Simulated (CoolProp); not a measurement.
Vapour pressure (kPa) of R1224YDZ: the reference equation beside estimates from Tc = 428.7 K, pc = 3334 kPa, ω = 0.325. Clausius-Clapeyron is anchored at 298.3 K with a constant enthalpy of vaporisation of 24.41 kJ/mol.

Values from CoolProp's reference Helmholtz-energy equation of state, Akasaka 2023.

| T (K) | reference | Lee-Kesler | Clausius-Clapeyron | van der Waals | Peng-Robinson |
|---|---|---|---|---|---|
| 234.3 | 7.057 | 6.993 | 10.08 | 165.3 | 7.519 |
| 247.1 | 15.15 | 14.99 | 19.29 | 228.9 | 15.77 |
| 259.9 | 29.70 | 29.43 | 34.63 | 307.4 | 30.38 |
| 272.7 | 53.96 | 53.59 | 58.84 | 402.6 | 54.52 |
| 285.5 | 91.91 | 91.56 | 95.36 | 515.8 | 92.10 |
| 298.3 | 148.3 | 148.1 | 148.3 | 648.3 | 147.8 |
| 311.1 | 228.3 | 228.6 | 222.3 | 801.3 | 227.0 |
| 323.9 | 338.0 | 338.8 | 322.8 | 975.9 | 335.8 |
| 336.7 | 483.6 | 485.1 | 455.6 | 1173 | 480.7 |
| 349.6 | 673.7 | 675.6 | 628.5 | 1396 | 670.9 |
| 362.4 | 912.8 | 914.8 | 845.6 | 1642 | 911.1 |
| 375.2 | 1210 | 1212 | 1115 | 1913 | 1211 |

Absolute difference from the reference over all 12 rows, mean and median: Lee-Kesler 0.5 and 0.3 %, Clausius-Clapeyron 11.2 and 7.0 %, van der Waals 571.7 and 294.1 %, Peng-Robinson 1.4 and 0.6 %.
